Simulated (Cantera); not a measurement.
# Ignition delay

Mixture: 12.1 % H2, 11.9 % O2, 76.0 % N2, at 3750 Torr, adiabatic and at constant pressure. Ignition delay is the time to a rise of 400 K.

Computed with Cantera and the H2/O2 subset of GRI-Mech 3.0, which has no nitrogen chemistry. The hydrogen kinetics of GRI-Mech 3.0 are dated; newer H2 mechanisms differ, most at raised pressure.

```csv
T0 (K),delay (ms)
950,76.5
1025,9.42
1100,0.739
1175,0.0344
1250,0.0154
1325,0.00981
1400,0.00722
```

| Item | Value |
|---|---|
| apparent activation energy between 1250 and 1400 K | 73 kJ/mol |
